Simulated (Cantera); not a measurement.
# Roasting and sulfation: FeS + O₂ + H₂O

Charge: 1 mol FeS, 0.15 mol O₂, 5.8 mol H₂O, held at 0.100 bar.

Cantera equilibrium calculation (NASA polynomials, part measured and part estimated; ideal gas, pure solids and liquids). Candidate condensed phases: Fe, FeO, Fe(OH)₂, Fe(OH)₃, FeS, FeSO₄, FeS₂, Fe₂O₃, Fe₂(SO₄)₃, Fe₃O₄, H₂O, H₂SO₄, S; 22 gas species. Metal and sulfide melt together well below either melting point, which pure phases cannot show. Mutual solubility and eutectic melting of coexisting phases are not modelled. The tables' stoichiometric FeO is somewhat more stable than real wüstite, so its field is too wide. FeO, FeS: taken at fixed stoichiometry. Gases not in the tables: S₃ to S₇. Equilibrium is a limit: real reactors are often held back by kinetics, nucleation or transport.

```csv
T (°C),x H₂O,x H₂,x SO₂,x H₂S,x S₂,x SO,x SH,x S₂O,n FeS(s),n FeS₂(s),n Fe₃O₄(s),n FeO(s)
475,0.989,0.000748,0.00170,0.00855,5.09e-5,2.95e-9,7.74e-9,9.56e-7,0.559,0.191,0.0836,0
575,0.972,0.00160,0.0142,0.0112,0.000559,1.56e-7,1.55e-7,1.54e-5,0.844,0,0.0521,0
675,0.967,0.00491,0.0147,0.0122,0.00102,1.14e-6,1.12e-6,2.33e-5,0.829,0,0.0569,0
775,0.957,0.0120,0.0161,0.0132,0.00177,5.96e-6,5.70e-6,3.51e-5,0.806,0,0.0647,0
875,0.940,0.0244,0.0186,0.0141,0.00297,2.46e-5,2.22e-5,5.36e-5,0.769,0,0.0768,0
975,0.908,0.0422,0.0264,0.0165,0.00618,9.76e-5,7.86e-5,0.000107,0.666,0,0,0.334
1075,0.861,0.0724,0.0314,0.0217,0.0132,0.000306,0.000256,0.000200,0.512,0,0,0.488
1175,0.798,0.113,0.0360,0.0265,0.0250,0.000813,0.000694,0.000339,0.290,0,0,0.710
```
x: gas mole fraction; n: condensed amount in mol.

At 475 °C the condensed part is FeS(s) + FeS₂(s) + Fe₃O₄(s). From 575 °C to 875 °C the condensed part is FeS(s) + Fe₃O₄(s). From 975 °C to 1175 °C the condensed part is FeO(s) + FeS(s).
